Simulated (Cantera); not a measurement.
A closed system holds: 1 mol SiCl4, 0.8 mol Cl2, 0.9 mol H2, at 1098.15 K and 0.133 bar.

Cantera equilibrium calculation (NASA polynomials, part measured and part estimated; ideal gas, pure solids and liquids). The tables' values for SiCl3 are old estimates; treat these amounts as uncertain. The numbers say what is thermodynamically allowed, not how fast it happens.

```
species    before    after
-------  --------  -------
HCl         0.593    0.450
Cl2       2.17e-9    0.299
SiCl4       0.370    0.250
H2         0.0366    <1e-9
SiHCl3   0.000332    <1e-9
SiCl3    0.000261  1.50e-8
Cl        1.89e-7  0.00222
```
Gas species are given as mole fractions.

What was changed between the two runs?
A) H2 from 0.9 to 11 mol
B) Cl2 from 0.8 to 0.58 mol
C) Cl2 from 0.8 to 2.1 mol
D) H2 from 0.9 to 5.9 mol

C, Cl2 from 0.8 to 2.1 mol
